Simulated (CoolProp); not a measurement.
Vapour-liquid equilibrium of R134a (1) + R123 (2) at 267.4 K; x and y are mole fractions of (1).

Computed with CoolProp (multi-fluid Helmholtz-energy mixture model, Tillner-Roth 1994 and Younglove 1994; pair parameters Bell 2016).

| x | bubble pressure, mixture model (bar) | bubble pressure, Raoult's law (bar) | y, mixture model | y, Raoult's law |
|---|---|---|---|---|
| 0.05 | 0.3965 | 0.3551 | 0.397 | 0.333 |
| 0.15 | 0.6777 | 0.5667 | 0.678 | 0.626 |
| 0.25 | 0.9359 | 0.7783 | 0.789 | 0.760 |
| 0.35 | 1.169 | 0.9899 | 0.848 | 0.836 |
| 0.45 | 1.377 | 1.201 | 0.886 | 0.886 |
| 0.55 | 1.566 | 1.413 | 0.913 | 0.921 |
| 0.65 | 1.741 | 1.625 | 0.934 | 0.946 |
| 0.75 | 1.911 | 1.836 | 0.953 | 0.966 |
| 0.85 | 2.083 | 2.048 | 0.971 | 0.982 |
| 0.95 | 2.266 | 2.259 | 0.990 | 0.994 |

The largest gap from Raoult's law is +20.2 % in bubble pressure, at x = 0.25. No azeotrope shows between x = 0.05 and 0.95.

Pair parameters are fitted to limited data, so mixtures are less certain than the pure fluids.
